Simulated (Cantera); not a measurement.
**Thermodynamics of hydrogen reduction and annealing atmospheres, feed Ta₂O₅ + H₂ + H₂O**

A closed system holds: 1 mol Ta₂O₅, 7.7 mol H₂, 0.083 mol H₂O, at 0.0210 bar.

Equilibrium computed with Cantera from the NASA thermochemical tables; the gas is ideal and each condensed phase is pure. Candidate condensed phases: H₂O, Ta, Ta₂O₅; 12 gas species. The numbers say what is thermodynamically allowed, not how fast it happens.

From 800 K to 2000 K the condensed part is Ta₂O₅(s). At 2150 K the condensed part is Ta₂O₅(l).

```csv
T (K),log p H₂,log p H,log p H₂O,log p TaO₂,n Ta₂O₅(s),n Ta₂O₅(l)
800,-1.68,-12.38,-3.65,<-13,1.00,0
950,-1.68,-10.10,-3.65,<-13,1.00,0
1100,-1.68,-8.43,-3.65,<-13,1.00,0
1250,-1.68,-7.16,-3.65,<-13,1.00,0
1400,-1.68,-6.15,-3.65,<-13,1.00,0
1550,-1.68,-5.34,-3.65,-11.36,1.00,0
1700,-1.68,-4.67,-3.65,-9.39,1.00,0
1850,-1.68,-4.11,-3.65,-7.75,1.000,0
2000,-1.69,-3.63,-3.65,-6.36,1.000,0
2150,-1.70,-3.22,-3.65,-5.25,0,0.999
```
log p: log10 of the partial pressure in bar; n: condensed amount in mol.
